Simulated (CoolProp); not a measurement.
Saturation properties of hydrogen sulfide (Tc = 100.0 °C, pc = 8999 kPa, ω = 0.101).

The numbers come from the reference Helmholtz-energy equation of state, Lemmon 2006 in CoolProp. It is a short technical equation, of lower accuracy than the large ones.

```tsv
T (°C)	p (kPa)	liquid density (kg/m³)	enthalpy of vaporisation (kJ/kg)	vapour viscosity (µPa s)
-13.55	678.6	861.5	484.6	9.89
-10.85	…	855.9	480.4	9.98
-8.15	806.5	850.4	476.2	10.1
-5.45	876.8	…	471.9	10.2
-2.75	951.6	839.0	467.5	10.2
-0.05	1031	833.2	463.0	10.3
2.65	1115	827.3	458.4	10.4
5.35	1204	821.4	453.7	…
8.15	1302	815.1	448.7	…
10.85	1402	809.0	443.7	10.7
13.55	1507	802.8	438.7	10.8
```

Question: Some entries are withheld; supply them.

Answer: 
- -10.85, p (kPa): 740.5
- -5.45, liquid density (kg/m³): 844.7
- 5.35, vapour viscosity (µPa s): 10.5
- 8.15, vapour viscosity (µPa s): 10.6

It boils at -60.3 °C under 1 atm.

Viscosity comes from a separate model (Quiñones-Cisneros 2012).
